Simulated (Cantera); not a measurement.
Input (Python, Cantera) and output of one run.

```python
import numpy as np
import cantera as ct

gas_names = """
    Fe FeO N NO NO2 NO3 N2 N2O O O2 O3 S SN SO SO2 SO3 S2 S2O S8
""".split()
cond_names = """
    Fe(a) Fe(c) Fe(d) Fe(L) FeO(s) FeO(L) FeS(a) FeS(b) FeS(c) FeS(L) FeSO4(s) FeS2(s) Fe2O3(s)
    Fe2S3O12(s) Fe3O4(s) S(cr1) S(cr2) S(L)
""".split()


# ... load() reads the species with a 1 bar reference pressure and builds the phases ...
atoms = {
    'FeS': {'Fe': 1, 'S': 1},
    'O2': {'O': 2},
    'N2': {'N': 2},
}
top_T = {'FeSO4(s)': 950, 'FeS2(s)': 1010, 'Fe2O3(s)': 1830, 'Fe2S3O12(s)': 1100, 'Fe3O4(s)': 1870}  # K; cautious upper limits of use, not melting points


# ... equilibrate(T, P, feed) seeds the gas with the atoms and calls Mixture.equilibrate('TP', solver="vcs", rtol=1e-11, max_steps=5000) ...
results = []
feed = {'FeS': 1, 'O2': 7.4, 'N2': 3.5}  # mol
T = 1550  # K
P = 19000  # Pa
mix = equilibrate(T, P, feed)
results.append((T, P, feed, dict(zip(mix.species_names, mix.species_moles))))
print(gas.report(threshold=1e-06))
for i in range(1, mix.n_phases):
    print(f"{mix.phase(i).name:16s} {mix.phase_moles(i):12.5e} mol")
```

Result:

```
       temperature   1550 K
          pressure   19000 Pa
           density   0.049829 kg/m^3
  mean mol. weight   33.798 kg/kmol
   phase of matter   gas

                          1 kg             1 kmol
                     ---------------   ---------------
          enthalpy        4.3448e+05        1.4685e+07  J
   internal energy             53182        1.7975e+06  J
           entropy            8352.6         2.823e+05  J/K
    Gibbs function       -1.2512e+07       -4.2289e+08  J
 heat capacity c_p            1127.2             38096  J/K
 heat capacity c_v            881.15             29782  J/K

                      mass frac. Y      mole frac. X     chem. pot. / RT
                     ---------------   ---------------   ---------------
                NO         0.0014795         0.0016665            -29.49
               NO2         7.462e-06        5.4821e-06           -44.559
                N2           0.28525           0.34415           -28.841
                 O        6.3355e-06        1.3384e-05           -15.069
                O2             0.526            0.5556           -30.139
               SO2           0.18506          0.097641           -61.679
               SO3         0.0021942        0.00092635           -76.749
     [  +12 minor]        3.6745e-07        2.6069e-07

Fe(c)             0.00000e+00 mol
FeO(s)            0.00000e+00 mol
FeS(L)            0.00000e+00 mol
Fe2O3(s)          5.00000e-01 mol
Fe3O4(s)          0.00000e+00 mol
S(L)              0.00000e+00 mol
```

Method: chemical equilibrium by Gibbs-energy minimisation in Cantera with the NASA 1993 tables (ideal gas, pure condensed phases).
